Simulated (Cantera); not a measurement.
Feed: 1 mol Al, 0.6 mol HCl, 3.6 mol N2, equilibrated at 1600 K and 14.0 Pa.

These are equilibrium values from Cantera (NASA tables, ideal gas, pure condensed phases), not measurements of a reactor. The tables' values for AlCl2 are old estimates; treat these amounts as uncertain. Rates play no part.

```tsv
species	before	after
N2	0.790	0.856
H2	0.0685	0.0650
AlCl3	2.02e-6	0.0386
AlCl	0.138	0.00377
HCl	0.00118	0.0311
Al	0.00102	3.33e-8
H	0.00120	3.80e-5
AlCl2	0.000226	0.00516
Cl	1.64e-5	1.44e-5
AlN(s), mol	0.402	0.823
```
Gas species are given as mole fractions.

Task: Which change was made?
A) pressure from 14.0 Pa to 13300 Pa
B) temperature from 1600 K to 1775 K
C) temperature from 1600 K to 1448.15 K
D) HCl from 0.6 to 8.2 mol

Result: A, pressure from 14.0 Pa to 13300 Pa
